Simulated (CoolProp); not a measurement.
Vapour-liquid equilibrium of R113 (1) + acetone (2) at 299.3 K; x and y are mole fractions of (1).

Model: multi-fluid Helmholtz-energy mixture model, Marx 1992 and Lemmon 2006; pair parameters Bell 2016, in CoolProp.

Q: Give the bubble pressure and the first vapour's composition at x = 0.05, 0.35, 0.5. Is there an azeotrope?

A: x = 0.05: 0.03654 MPa, y = 0.156; x = 0.35: 0.04951 MPa, y = 0.518; x = 0.5: 0.05174 MPa, y = 0.596. y crosses x between x = 0.65 and 0.8: the model has an azeotrope there.

The pair parameters rest on a limited set of measurements; away from them the model extrapolates.
